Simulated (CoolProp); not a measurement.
The numbers come from the reference Helmholtz-energy equation of state, Lemmon 2005 in CoolProp. It is a short technical equation, of lower accuracy than the large ones.

Task: Give the vapour pressure (MPa), liquid density (kg/m³), vapour density (kg/m³), enthalpy of vaporisation (kJ/kg) of saturated cis-2-butene at 253.5 K.

Result: 
```
T (K)  p (MPa)  liquid density (kg/m³)  vapour density (kg/m³)  enthalpy of vaporisation (kJ/kg)
-----  -------  ----------------------  ----------------------  --------------------------------
253.5   0.0377                     666                    1.03                               436
```
